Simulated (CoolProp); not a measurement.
Dimethyl ether along the isobar 27.2 MPa: Z from the reference equation and from simpler models built on Tc = 400.4 K, pc = 5.337 MPa, ω = 0.196; each cubic takes its own stable root.

Model: reference Helmholtz-energy equation of state, Wu 2011, in CoolProp.

| T (K) | phase | reference |
|---|---|---|
| 327.7 | liquid | 0.6897 |
| 340.9 | liquid | 0.6802 |
| 354 | liquid | 0.6726 |
| 367.2 | liquid | 0.6668 |
| 380.3 | liquid | 0.6630 |
| 393.5 | liquid | 0.6609 |
| 406.6 | supercritical | 0.6608 |
| 419.8 | supercritical | 0.6626 |
| 432.9 | supercritical | 0.6664 |
| 446.1 | supercritical | 0.6722 |
| 459.2 | supercritical | 0.6800 |
| 472.4 | supercritical | 0.6899 |
| 485.5 | supercritical | 0.7017 |
| 498.7 | supercritical | 0.7154 |
| 511.8 | supercritical | 0.7304 |
| 525 | supercritical | 0.7468 |

How far does each simpler model (Redlich-Kwong, Peng-Robinson) lie from the reference over these 16 states: mean and median of the absolute difference, and the worst?


- Redlich-Kwong: mean 7.5 %, median 8.3 %, worst +9.1 % at 327.7 K and 27.2 MPa
- Peng-Robinson: mean 2.3 %, median 2.4 %, worst -4.2 % at 327.7 K and 27.2 MPa
